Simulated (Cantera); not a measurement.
## BaF₂ + HF + H₂ (halide evaporation, hydrolysis and transport)

A closed system holds: 1 mol BaF₂, 0.064 mol HF, 0.9 mol H₂, at 1473.15 K and 0.133 bar.

Equilibrium computed with Cantera from the NASA thermochemical tables; the gas is ideal and each condensed phase is pure. Candidate condensed phases: Ba, BaF₂; 14 gas species. Kinetics and transport are ignored.

```
Quantity                              Result
--------------------------------  ----------
x(H₂)                                  0.933
x(HF)                                 0.0664
x(BaF₂)                             0.000139
x(H)                                 3.35e-5
n(BaF₂(s))                         1.000 mol
gas amount                        0.9641 mol
log10 activity of Ba(l) (absent)      -11.48
```
